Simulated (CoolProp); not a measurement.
Values from CoolProp's reference Helmholtz-energy equation of state, Lemmon 2006. It is a short technical equation, of lower accuracy than the large ones.

**Question.** Give the vapour pressure (MPa), vapour density (kg/m³), enthalpy of vaporisation (kJ/kg) of saturated CH3F (R41) at 12.85 °C.

**Answer.** 
| T (°C) | p (MPa) | vapour density (kg/m³) | enthalpy of vaporisation (kJ/kg) |
|---|---|---|---|
| 12.85 | 2.85 | 63.3 | 290 |
